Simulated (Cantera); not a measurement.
Feed: 1 mol Si₃N₄, 0.31 mol O₂, held at 1498.15 K and 13.3 mbar.

Method: chemical equilibrium by Gibbs-energy minimisation in Cantera with the NASA 1993 tables (ideal gas, pure condensed phases). Candidate condensed phases: Si, SiO₂, Si₂N₂O, Si₃N₄; 16 gas species. Mutual solubility and eutectic melting of coexisting phases are not modelled. Equilibrium is a limit: real reactors are often held back by kinetics, nucleation or transport.

Base state: N₂ 1.000 (mole fractions); condensed: Si₂N₂O(s) + Si₃N₄(s).

Q: What changes in the equilibrium state with this change: O₂ from 0.31 to 4.7 mol?

A: 
| species | before | after |
|---|---|---|
| N₂ | 1.000 | 0.540 |
| O₂ | <1e-9 | 0.459 |
| NO | <1e-9 | 0.00148 |
| O | <1e-9 | 2.32e-5 |
| Si₂N₂O(s), mol | 0.620 | 0 |
| Si₃N₄(s), mol | 0.587 | 0 |
| SiO₂(β-quartz), mol | 0 | 3.00 |
The tables hold silica as quartz up to 1696 K and as liquid above; real silica turns to tridymite and cristobalite and melts near 1996 K.
